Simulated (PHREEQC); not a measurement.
A solution holds 0.0069 mol/kgw Zn(NO3)2, 0.0074 mol/kgw ZnSO4 and 0.002 mol/kgw NaAlO2, at 20 °C. Closed to the air; pH follows from the charge balance.

Equilibrium calculation in PHREEQC: ion-association model, wateq4f.dat.

**Question.** The ionic strength comes out as 0.0405 mol/kgw. What activity coefficients do Al(OH)4-, NO3-, NaSO4-, SO4-2, Zn+2 get?

**Answer.** Al(OH)4- 0.84, NO3- 0.82, NaSO4- 0.84, SO4-2 0.49, Zn+2 0.51.

No solid was allowed to form. Examples of supersaturated solids here: Basaluminite, Al(OH)3(a). Others may be too.
